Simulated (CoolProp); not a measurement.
Vapour-liquid equilibrium of ethane (1) + hydrogen sulfide (2) at 0.303 MPa; x and y are mole fractions of (1).

The numbers come from the multi-fluid Helmholtz-energy mixture model, Bücker 2006 and Lemmon 2006; pair parameters Kunz 2012 in CoolProp.

```csv
x,bubble temperature (°C),y at the bubble point,dew temperature at overall composition x (°C),liquid density (mol/L)
0.05,(withheld),0.412,-37.2,26.24
0.2,(withheld),0.704,-41.2,(withheld)
0.35,-63.2,0.748,-45.8,22.47
0.5,-64.0,(withheld),-51.3,(withheld)
0.65,-64.7,0.793,-58.0,19.47
0.8,-65.4,0.844,(withheld),18.35
0.95,-65.7,0.946,-65.7,17.38
```

**Question.** Complete the blanks.

**Answer.** 
- 0.05, bubble temperature (°C): -47.9
- 0.2, bubble temperature (°C): -60.8
- 0.2, liquid density (mol/L): 24.40
- 0.5, y at the bubble point: 0.767
- 0.5, liquid density (mol/L): 20.83
- 0.8, dew temperature at overall composition x (°C): -64.8

y crosses x between x = 0.8 and 0.95: the model has an azeotrope there.

The pair parameters rest on a limited set of measurements; away from them the model extrapolates. With so large a gap from Raoult's law the liquid may split in two, which this calculation doesn't test in full.
